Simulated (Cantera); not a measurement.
What does this Cantera script print?

```python
import numpy as np
import cantera as ct

gas_names = """
    Si H2 SiH4
""".split()
cond_names = """

""".split()


# ... load() reads the species with a 1 bar reference pressure and builds the phases ...
species = {s.name: s for s in load("nasa_gas.yaml", gas_names) + load("nasa_condensed.yaml", cond_names)}
# Each term lists the table entries of one substance; the one whose range holds T is used.
reactions = {
    'Si(g) + 2 H2(g) = SiH4(g)':
        [(-1, ['Si']), (-2, ['H2']), (1, ['SiH4'])],
}


def pick(names, T):
    return next(species[n] for n in names if species[n].thermo.min_temp <= T <= species[n].thermo.max_temp)


results = []
for label, terms in reactions.items():
    print(label)
    print("     T/K   dH/kJ  dS/(J/K)   dG/kJ   log10 K")
    for T in [1525, 1575, 1625, 1675, 1725, 1775, 1825]:
        used = [(nu, pick(names, T)) for nu, names in terms]
        dH = sum(nu * s.thermo.h(T) for nu, s in used) / 1e6
        dS = sum(nu * s.thermo.s(T) for nu, s in used) / 1e3
        dG = dH - T * dS / 1e3
        logK = -dG * 1e6 / (ct.gas_constant * T * np.log(10))
        results.append((label, T, dH, dS, dG, logK, [s.name for _, s in used]))
        print(f"{T:8g} {dH:8.1f} {dS:8.1f} {dG:8.1f} {logK:8.2f}")
```

Output:

```
Si(g) + 2 H2(g) = SiH4(g)
     T/K   dH/kJ  dS/(J/K)   dG/kJ   log10 K
    1525   -421.3   -242.8    -51.0     1.75
    1575   -420.8   -242.5    -38.9     1.29
    1625   -420.3   -242.2    -26.8     0.86
    1675   -419.8   -241.9    -14.7     0.46
    1725   -419.3   -241.6     -2.6     0.08
    1775   -418.8   -241.3      9.5    -0.28
    1825   -418.3   -241.0     21.5    -0.62
```

Standard-state values (1 bar) from the NASA 1993 polynomials, evaluated with Cantera. Condensed species are held in their standard states even where they would react or evaporate.
